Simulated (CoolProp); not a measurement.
Values from CoolProp's reference Helmholtz-energy equation of state, Akasaka 2023.

Give the vapour pressure (MPa), vapour density (kg/m³), enthalpy of vaporisation (kJ/kg), liquid cp (kJ/(kg K)) of saturated R1336mzz(E) at 235.3, 283 K.


| T (K) | p (MPa) | vapour density (kg/m³) | enthalpy of vaporisation (kJ/kg) | liquid cp (kJ/(kg K)) |
|---|---|---|---|---|
| 235.3 | 0.01000 | 0.846 | 176 | 1.19 |
| 283 | 0.110 | 8.07 | 152 | 1.22 |
